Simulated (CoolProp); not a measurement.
A Linde-Hampson liquefier for oxygen: isothermal reversible compression at 230 K from 1 atm to 10 MPa, throttling to 1 atm, return gas leaving the recuperator 10 K below the feed. Each further row changes one setting.

Computed with CoolProp (reference Helmholtz-energy equation of state, Schmidt 1985).

```
case                        liquid yield per pass  compression work (kJ/kg of gas)
--------------------------  ---------------------  -------------------------------
as stated                                   0.099                              264
high pressure 20 MPa                        0.205                              297
warm-end temperature 260 K                  0.063                              303
warm-end gap 15 K                           0.086                              264
```
